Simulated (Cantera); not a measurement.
Mixture: C3H8 : O2 : N2 = 1 : 10.2 : 46.9 (molar parts), equivalence ratio 0.49, at 8.00 bar, adiabatic and at constant volume. Ignition delay is the time to a rise of 400 K.

Computed with Cantera and GRI-Mech 3.0 (53 species, 325 reactions). GRI-Mech 3.0 was tuned for natural gas; its chemistry of propane as a main component is partial and can be far from experiment.

**Question.** What does this change do: N2 46.9 to 65 parts?

**Answer.** 
```tsv
quantity	before	after
delay at 1198 K	1.97 ms	2.43 ms
delay at 1298 K	0.346 ms	0.419 ms
delay at 1398 K	78.0 µs	93.9 µs
delay at 1498 K	23.4 µs	28.2 µs
apparent activation energy between 1448 and 1548 K	200 kJ/mol	200 kJ/mol
```
